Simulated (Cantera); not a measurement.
Input: 1 mol MgF2, 14 mol H2, held at 7.50 Torr.

These are equilibrium values from Cantera (NASA tables, ideal gas, pure condensed phases), not measurements of a reactor. Candidate condensed phases: Mg, MgF2; 17 gas species. The tables' values for MgH are old estimates; treat these amounts as uncertain. Equilibrium is a limit: real reactors are often held back by kinetics, nucleation or transport.

log p: log10 of the partial pressure in bar; n: condensed amount in mol.

| T (K) | log p H2 | log p HF | log p Mg | log p MgF2 | log p H | n MgF2(s) | n MgF2(l) |
|---|---|---|---|---|---|---|---|
| 1150 | -2.00 | -6.42 | -6.72 | -8.24 | -8.13 | 1.000 | 0 |
| 1250 | -2.00 | -5.57 | -5.87 | -6.86 | -7.32 | 0.998 | 0 |
| 1350 | -2.00 | ___ | ___ | ___ | ___ | 0.987 | 0 |
| 1450 | -2.00 | -4.22 | -4.54 | -4.70 | -6.03 | 0.928 | 0 |
| 1550 | -2.02 | -3.69 | -4.02 | -3.86 | -5.51 | 0 | 0.641 |
| 1650 | -2.05 | -3.33 | -3.67 | -3.41 | -5.07 | 0 | 0 |
| 1750 | -2.06 | ___ | ___ | ___ | ___ | 0 | 0 |
| 1850 | -2.07 | -3.08 | -3.41 | -3.73 | -4.30 | 0 | 0 |
| 1950 | -2.08 | -3.01 | -3.34 | -3.97 | -3.98 | 0 | 0 |
| 2050 | -2.09 | -2.97 | -3.29 | -4.25 | -3.69 | 0 | 0 |

Q: Some entries are withheld; supply them.

A: 
- 1350, log p HF: -4.84
- 1350, log p Mg: -5.15
- 1350, log p MgF2: -5.70
- 1350, log p H: -6.62
- 1750, log p HF: -3.18
- 1750, log p Mg: -3.52
- 1750, log p MgF2: -3.54
- 1750, log p H: -4.66
